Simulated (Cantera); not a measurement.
Charge: 1 mol SiH₄, 220 mol H₂, at 1 atm.

Cantera equilibrium calculation (NASA polynomials, part measured and part estimated; ideal gas, pure solids and liquids). Candidate condensed phases: Si; 9 gas species. Gases not in the tables: Si₂H₆ and higher silanes. Equilibrium is a limit: real reactors are often held back by kinetics, nucleation or transport.

### Question
Which condensed phases are stable at each of these points (T (K)): 1148, 1223, 1298, 1373, 1448, 1523, 1598, 1673, 1748?

### Answer
```
T (K)  condensed phases  Si condensed (%)
-----  ----------------  ----------------
1148              Si(s)             100.0
1223              Si(s)             100.0
1298              Si(s)             100.0
1373              Si(s)             100.0
1448              Si(s)             100.0
1523              Si(s)              99.9
1598              Si(s)              99.9
1673              Si(s)              99.7
1748              Si(l)              99.4
```

From 1148 K to 1673 K the condensed part is Si(s). At 1748 K the condensed part is Si(l).
